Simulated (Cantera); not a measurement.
**Thermodynamics of titanium nitride, carbide and oxide coatings, feed Ti + C3H8 + CH4**

A closed system holds: 1 mol Ti, 0.13 mol C3H8, 0.36 mol CH4, equilibrated at 0.600 bar.

Method: chemical equilibrium by Gibbs-energy minimisation in Cantera with the NASA 1993 tables (ideal gas, pure condensed phases). Candidate condensed phases: C, C6H6, C7H8, C8H18, Ti, TiC; 77 gas species. Mutual solubility and eutectic melting of coexisting phases are not modelled. TiC: taken at fixed stoichiometry. Condensed phases not in the tables: N, O or C dissolved in the metal. The numbers say what is thermodynamically allowed, not how fast it happens.

```
T (°C)   x H2       x H      x Ti     x CH4  n Ti(α)  n TiC(s)  n Ti(β)
------  -----  --------  --------  --------  -------  --------  -------
800      1.00   1.81e-8    <1e-12  1.17e-10    0.250     0.750        0
900      1.00   1.52e-7    <1e-12  2.90e-10        0     0.750    0.250
1000    1.000   9.21e-7  2.47e-12  6.38e-10        0     0.750    0.250
1100    1.000   4.30e-6  5.91e-11   1.25e-9        0     0.750    0.250
1200    1.000   1.63e-5  9.13e-10   2.24e-9        0     0.750    0.250
1300    1.000   5.25e-5   9.91e-9   3.73e-9        0     0.750    0.250
1400    1.000  0.000147   8.04e-8   5.85e-9        0     0.750    0.250
1500    1.000  0.000367   5.13e-7   8.74e-9        0     0.750    0.250
1600    0.999  0.000833   2.67e-6   1.26e-8        0     0.750    0.250
```
x: gas mole fraction; n: condensed amount in mol.

At 800 °C the condensed part is Ti(α) + TiC(s). From 900 °C to 1600 °C the condensed part is Ti(β) + TiC(s).
